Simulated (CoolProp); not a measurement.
Properties of water along the isobar 101 kPa.

Computed with CoolProp (reference Helmholtz-energy equation of state, Wagner 2002).

```json
[
 {"T (K)": "542.8", "phase": "gas", "speed of sound (m/s)": "570.6", "isothermal compressibility (1/MPa)": "9.931", "viscosity (µPa s)": "19.1", "Prandtl number": "0.944", "fugacity coefficient": "0.9970"},
 {"T (K)": "563.5", "phase": "gas", "speed of sound (m/s)": "580.9", "isothermal compressibility (1/MPa)": "9.927", "viscosity (µPa s)": "19.9", "Prandtl number": "0.941", "fugacity coefficient": "0.9974"},
 {"T (K)": "584.2", "phase": "gas", "speed of sound (m/s)": "591.0", "isothermal compressibility (1/MPa)": "9.923", "viscosity (µPa s)": "20.8", "Prandtl number": "0.938", "fugacity coefficient": "0.9978"},
 {"T (K)": "604.9", "phase": "gas", "speed of sound (m/s)": "600.9", "isothermal compressibility (1/MPa)": "9.921", "viscosity (µPa s)": "21.6", "Prandtl number": "0.935", "fugacity coefficient": "0.9980"},
 {"T (K)": "625.6", "phase": "gas", "speed of sound (m/s)": "610.6", "isothermal compressibility (1/MPa)": "9.918", "viscosity (µPa s)": "22.5", "Prandtl number": "0.932", "fugacity coefficient": "0.9983"},
 {"T (K)": "646.3", "phase": "gas", "speed of sound (m/s)": "620.1", "isothermal compressibility (1/MPa)": "9.916", "viscosity (µPa s)": "23.3", "Prandtl number": "0.929", "fugacity coefficient": "0.9985"},
 {"T (K)": "667", "phase": "gas", "speed of sound (m/s)": "629.4", "isothermal compressibility (1/MPa)": "9.914", "viscosity (µPa s)": "24.2", "Prandtl number": "0.927", "fugacity coefficient": "0.9986"},
 {"T (K)": "687.7", "phase": "gas", "speed of sound (m/s)": "638.6", "isothermal compressibility (1/MPa)": "9.913", "viscosity (µPa s)": "25.1", "Prandtl number": "0.925", "fugacity coefficient": "0.9988"},
 {"T (K)": "708.4", "phase": "gas", "speed of sound (m/s)": "647.5", "isothermal compressibility (1/MPa)": "9.912", "viscosity (µPa s)": "25.9", "Prandtl number": "0.922", "fugacity coefficient": "0.9989"},
 {"T (K)": "729.1", "phase": "gas", "speed of sound (m/s)": "656.4", "isothermal compressibility (1/MPa)": "9.911", "viscosity (µPa s)": "26.8", "Prandtl number": "0.920", "fugacity coefficient": "0.9990"},
 {"T (K)": "749.8", "phase": "gas", "speed of sound (m/s)": "665.0", "isothermal compressibility (1/MPa)": "9.910", "viscosity (µPa s)": "27.6", "Prandtl number": "0.918", "fugacity coefficient": "0.9991"},
 {"T (K)": "770.5", "phase": "gas", "speed of sound (m/s)": "673.6", "isothermal compressibility (1/MPa)": "9.909", "viscosity (µPa s)": "28.5", "Prandtl number": "0.916", "fugacity coefficient": "0.9992"},
 {"T (K)": "791.2", "phase": "gas", "speed of sound (m/s)": "681.9", "isothermal compressibility (1/MPa)": "9.908", "viscosity (µPa s)": "29.3", "Prandtl number": "0.914", "fugacity coefficient": "0.9993"}
]
```

Viscosity comes from a separate model (Huber 2009). Thermal conductivity comes from a separate model (Huber 2012).
